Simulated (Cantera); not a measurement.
Input: 1 mol PbO, 5.1 mol H2, held at 802 °C and 0.698 Torr.

Cantera equilibrium calculation (NASA polynomials, part measured and part estimated; ideal gas, pure solids and liquids). Candidate condensed phases: H2O, Pb, PbO, PbO2, Pb3O4; 12 gas species. Kinetics and transport are ignored.

**Question.** What is the equilibrium state?

**Answer.** 
- x(H2) = 0.738
- x(H2O) = 0.180
- x(Pb) = 0.0817
- n(Pb(l)) = 0.547 mol
- gas amount = 5.553 mol
- log10 activity of PbO2(s) (absent) = -16.43
